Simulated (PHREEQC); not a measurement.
Make-up at 25 °C: 0.17 mol/kgw HNO3, 0.0088 mol/kgw ZnSO4 and 0.00062 mol/kgw KCl. Closed to the air; pH follows from the charge balance.

Computed with PHREEQC (ion-association model, phreeqc.dat).

```json
[
 {"quantity": "pH", "before": "0.89", "after": "0.90"},
 {"quantity": "ionic strength (mol/kgw)", "before": "0.191", "after": "0.200"},
 {"quantity": "ZnSO4 (mol/kgw)", "before": "0.000245", "after": "0.000533"},
 {"quantity": "SI of Sylvite (KCl)", "before": "-7.61", "after": "-7.61"}
]
```

### Question
What was changed between the two runs?
A. HNO3 from 0.17 to 0.34 mol/kgw
B. diluted 10-fold with water
C. diluted 2-fold with water
D. temperature from 25 to 75 °C
E. ZnSO4 from 0.0088 to 0.0132 mol/kgw

### Answer
E, ZnSO4 from 0.0088 to 0.0132 mol/kgw

This is a speciation only: nothing precipitates in the calculation.
